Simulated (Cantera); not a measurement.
Charge: 1 mol CaCO3, 1.5 mol H2O, equilibrated at 1448.15 K and 1 atm.

Method: chemical equilibrium by Gibbs-energy minimisation in Cantera with the NASA 1993 tables (ideal gas, pure condensed phases). Candidate condensed phases: C, C6H6, C7H8, C8H18, Ca, CaCO3, CaO, Ca(OH)2, H2O; 115 gas species. Kinetics and transport are ignored.

Base state: H2O 0.600, CO2 0.400, CO 9.91e-5, O2 7.68e-5, H2 6.27e-5, OH 1.65e-5 (mole fractions); condensed: CaO(s).

What changes in the equilibrium state with this change: temperature from 1448.15 K to 650 K?


```json
[
 {"species": "H2O", "before": "0.600", "after": "1.000"},
 {"species": "CO2", "before": "0.400", "after": "2.24e-5"},
 {"species": "CO", "before": "9.91e-5", "after": "<1e-9"},
 {"species": "O2", "before": "7.68e-5", "after": "<1e-9"},
 {"species": "H2", "before": "6.27e-5", "after": "<1e-9"},
 {"species": "OH", "before": "1.65e-5", "after": "<1e-9"},
 {"species": "CaO(s), mol", "before": "1.00", "after": "0"},
 {"species": "CaCO3(calcite), mol", "before": "0", "after": "1.000"}
]
```

What changes in the equilibrium state with this change: temperature from 1448.15 K to 675 K?


```tsv
species	before	after
H2O	0.600	1.000
CO2	0.400	3.66e-5
CO	9.91e-5	<1e-9
O2	7.68e-5	<1e-9
H2	6.27e-5	<1e-9
OH	1.65e-5	<1e-9
CaO(s), mol	1.00	0
CaCO3(calcite), mol	0	1.000
```
